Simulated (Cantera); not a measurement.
Cantera run:

```python
import numpy as np
import cantera as ct

gas_names = """
    C CO CO2 C2 C2O C3 C3O2 C4 C5 O O2 O3 Pb PbO Pb2
""".split()
cond_names = """
    C(gr) Pb(cr) Pb(L) PbO(rd) PbO(yw) PbO(L) PbO2(s) Pb3O4(s)
""".split()


# ... load() reads the species with a 1 bar reference pressure and builds the phases ...
atoms = {
    'Pb': {'Pb': 1},
    'CO': {'C': 1, 'O': 1},
}
top_T = {'C(gr)': 4500, 'Pb3O4(s)': 820}  # K; cautious upper limits of use, not melting points


# ... equilibrate(T, P, feed) seeds the gas with the atoms and calls Mixture.equilibrate('TP', solver="vcs", rtol=1e-11, max_steps=5000) ...
results = []
feed = {'Pb': 1, 'CO': 4}  # mol
T = 1450  # K
P = 13  # Pa
mix = equilibrate(T, P, feed)
results.append((T, P, feed, dict(zip(mix.species_names, mix.species_moles))))
x = sorted(zip(gas.X, gas.species_names), reverse=True)
print(f"T = {T:g} K  P = {P:g} Pa  gas = {mix.phase_moles(0):.4g} mol")
print("   x: " + "  ".join(f"{s} {v:.3e}" for v, s in x if v > 0.0001))
print("   condensed (mol): " + ("  ".join(f"{mix.phase(i).name} {mix.phase_moles(i):.4g}"
      for i in range(1, mix.n_phases) if mix.phase_moles(i) > 1e-12) or "none"))
```

It prints:

```
T = 1450 K  P = 13 Pa  gas = 5 mol
   x: CO 8.000e-01  Pb 2.000e-01
   condensed (mol): C(gr) 4.364e-07
```

Method: chemical equilibrium by Gibbs-energy minimisation in Cantera with the NASA 1993 tables (ideal gas, pure condensed phases).
